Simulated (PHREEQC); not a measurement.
**Reverse-osmosis permeate: an equilibrium model**

Model water analysis in mmol/kgw, 25 °C, pH 6.7, pe 0.4:

```tsv
constituent	mmol/kgw
Na	0.173
K	0.0106
Ca	0.0482
Mg	0.00743
Cl	0.126
S(6)	0.0373
Alkalinity (meq/kgw)	0.0894
Fe(2)	0.0029
N(-3)	0.000592
```

Valence states are taken as typed.

Equilibrium calculation in PHREEQC: ion-association model, phreeqc.dat.

Precipitation was switched off in this run.

Q: Estimate the charge-balance error.

A: charge-balance error 1.9 %.

Q: In which forms is C present?

A: HCO3- 69 %, CO2 30 % of the C.

Complexes and solids missing from the database can't appear.
